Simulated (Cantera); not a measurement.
Charge: 1 mol SiHCl₃, 0.11 mol HCl, 49 mol H₂, held at 0.510 bar.

Equilibrium computed with Cantera from the NASA thermochemical tables; the gas is ideal and each condensed phase is pure. Candidate condensed phases: Si; 19 gas species. The tables' values for SiCl, SiCl₃ are old estimates; treat these amounts as uncertain. Gases not in the tables: Si₂H₆ and higher silanes. Kinetics and transport are ignored.

### Question
At 2023 K, list the 4 most abundant gas species with their mole fractions, and the condensed phases.

### Answer
H₂ 0.942, HCl 0.0487, SiCl₂ 0.00586, H 0.00258. Condensed: Si(l).
